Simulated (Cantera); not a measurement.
A closed system holds: 1 mol Ta2O5, 4 mol CH4, 0.27 mol CO, equilibrated at 0.00330 bar.

These are equilibrium values from Cantera (NASA tables, ideal gas, pure condensed phases), not measurements of a reactor. Candidate condensed phases: C, C6H6, C7H8, C8H18, H2O, Ta, TaC, Ta2O5; 113 gas species. Mutual solubility and eutectic melting of coexisting phases are not modelled. TaC: taken at fixed stoichiometry. Condensed phases not in the tables: Ta2C, N, O or C dissolved in the metal. Kinetics and transport are ignored.

log p: log10 of the partial pressure in bar; n: condensed amount in mol.

```
T (K)  log p H2  log p CO  log p H  log p H2O  log p TaO2  log p CO2  log p TaO  n TaC(s)  n Ta2O5(s)  n Ta(s)
-----  --------  --------  -------  ---------  ----------  ---------  ---------  --------  ----------  -------
1400      -2.63     -3.03    -6.63      -5.83         ___      -6.58       <-14      1.14       0.428        0
1450      -2.63     -3.03    -6.34      -5.80         ___      -6.58     -14.00      1.14       0.428        0
1500      -2.63     -3.03    -6.07      -5.76         ___      -6.58     -13.08      1.14       0.428        0
1550      -2.63     -3.03    -5.81      -5.73         ___      -6.58     -12.22      1.14       0.428        0
1600      -2.63     -3.03    -5.58      -5.70         ___      -6.59     -11.42      1.15       0.427        0
1650      -2.63     -3.03    -5.35      -5.67         ___      -6.59     -10.66      1.15       0.427        0
1700      -2.63     -3.03    -5.14      -5.65         ___      -6.59      -9.95      1.15       0.427        0
1750      -2.63     -3.03    -4.95      -5.62         ___      -6.59      -9.28      1.15       0.427        0
1800      -2.63     -3.03    -4.76      -5.60         ___      -6.59      -8.65      1.15       0.427        0
1850      -2.63     -3.03    -4.58      -5.58         ___      -6.59      -8.06      1.15       0.427        0
1900      -2.63     -3.04    -4.42      -5.57         ___      -6.60      -7.49      1.15       0.427        0
1950      -2.68     -2.94    -4.28      -5.51         ___      -6.42      -7.08         0       0.197     1.60
```

**Question.** What belongs in the gaps?

**Answer.** 
- 1400, log p TaO2: -13.15
- 1450, log p TaO2: -12.31
- 1500, log p TaO2: -11.52
- 1550, log p TaO2: -10.79
- 1600, log p TaO2: -10.11
- 1650, log p TaO2: -9.46
- 1700, log p TaO2: -8.86
- 1750, log p TaO2: -8.29
- 1800, log p TaO2: -7.76
- 1850, log p TaO2: -7.25
- 1900, log p TaO2: -6.78
- 1950, log p TaO2: -6.37
